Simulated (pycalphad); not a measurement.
CALPHAD calculation (pycalphad, COST 507 light-alloy database (1999)), 1 atm. No gas phase is included, though pure Mg would boil below 1377 °C. The data set is of 1999 and partly superseded. Not assessed as a whole: an extrapolation from subsystems, which can miss ternary compounds. Kinetics are ignored, which matters at the lower temperatures.

Molar enthalpy of Mg-0.55Al-0.66Cu-5.99Si (at.%) in equilibrium (SER reference):

| T (°C) | H (kJ/mol) | phases |
|---|---|---|
| 1377 | 49.49 | LIQUID |
| 1297 | 46.78 | LIQUID |
| 1217 | 44.07 | LIQUID |
| 1137 | 41.36 | LIQUID |
| 1057 | 38.65 | LIQUID |
| 977 | 35.95 | LIQUID |
| 897 | 33.24 | LIQUID |
| 857 | 31.89 | LIQUID |
| 817 | 30.54 | LIQUID |
| 737 | 25.70 | LIQUID + MG2SI |
| 657 | 21.58 | LIQUID + MG2SI |
| 577 | 11.92 | HCP_A3 + MG2SI + LIQUID |
| 497 | 8.56 | HCP_A3 + MG2SI + LAVES_C15 |
| 457 | 7.39 | HCP_A3 + MG2SI + LAVES_C15 |
| 417 | 6.23 | HCP_A3 + MG2SI + LAVES_C15 |
| 337 | 3.97 | HCP_A3 + MG2SI + LAVES_C15 |
| 257 | 1.76 | HCP_A3 + MG2SI + LAVES_C15 + LAVES_C36 |
| 177 | -0.39 | HCP_A3 + MG2SI + LAVES_C36 |
| 97 | -2.45 | HCP_A3 + MG2SI + LAVES_C36 |

Cooling from 817 °C to 497 °C, across the freezing range, releases 22.0 kJ/mol, or 886 J/g. The slope is 34 J/(mol K) in the liquid and 29 J/(mol K) just below the solidus, where it includes any heat of precipitation. Liquidus 803 °C, solidus 504 °C. Changes were sought between steps of 40 K, so a narrower field can be missed.

Database names, with the compositions (at.%) that they take in these runs: MG2SI: Mg 67 Si 33; LAVES_C15: Cu 41-44 Mg 33 Al 23-26; LAVES_C36: Cu 36 Mg 33 Al 30. HCP_A3 is hcp.
